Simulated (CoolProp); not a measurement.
Properties of n-decane along the isotherm 620 K.

Model: reference Helmholtz-energy equation of state, Lemmon 2006, in CoolProp. It is a short technical equation, of lower accuracy than the large ones.

```json
[
 {"p (MPa)": "4.2", "phase": "supercritical", "Z": "0.2806", "speed of sound (m/s)": "246.1", "Joule-Thomson coefficient (K/MPa)": "1.185", "expansivity (1/kK)": "4.454", "viscosity (µPa s)": "66.2"},
 {"p (MPa)": "6.3", "phase": "supercritical", "Z": "0.3919", "speed of sound (m/s)": "324.8", "Joule-Thomson coefficient (K/MPa)": "0.5397", "expansivity (1/kK)": "2.948", "viscosity (µPa s)": "76.5"},
 {"p (MPa)": "8.41", "phase": "supercritical", "Z": "0.5012", "speed of sound (m/s)": "382.5", "Joule-Thomson coefficient (K/MPa)": "0.2871", "expansivity (1/kK)": "2.341", "viscosity (µPa s)": "84.3"},
 {"p (MPa)": "10.5", "phase": "supercritical", "Z": "0.6068", "speed of sound (m/s)": "429.1", "Joule-Thomson coefficient (K/MPa)": "0.1498", "expansivity (1/kK)": "2.001", "viscosity (µPa s)": "90.7"},
 {"p (MPa)": "12.6", "phase": "supercritical", "Z": "0.7106", "speed of sound (m/s)": "469.3", "Joule-Thomson coefficient (K/MPa)": "0.06132", "expansivity (1/kK)": "1.775", "viscosity (µPa s)": "96.4"},
 {"p (MPa)": "14.7", "phase": "supercritical", "Z": "0.8125", "speed of sound (m/s)": "504.9", "Joule-Thomson coefficient (K/MPa)": "-0.0005692", "expansivity (1/kK)": "1.611", "viscosity (µPa s)": "102"},
 {"p (MPa)": "16.8", "phase": "supercritical", "Z": "0.9127", "speed of sound (m/s)": "537.0", "Joule-Thomson coefficient (K/MPa)": "-0.04650", "expansivity (1/kK)": "1.487", "viscosity (µPa s)": "107"},
 {"p (MPa)": "18.9", "phase": "supercritical", "Z": "1.011", "speed of sound (m/s)": "566.4", "Joule-Thomson coefficient (K/MPa)": "-0.08204", "expansivity (1/kK)": "1.388", "viscosity (µPa s)": "111"},
 {"p (MPa)": "21", "phase": "supercritical", "Z": "1.109", "speed of sound (m/s)": "593.6", "Joule-Thomson coefficient (K/MPa)": "-0.1104", "expansivity (1/kK)": "1.307", "viscosity (µPa s)": "116"}
]
```

Viscosity comes from a separate model (Huber 2004).
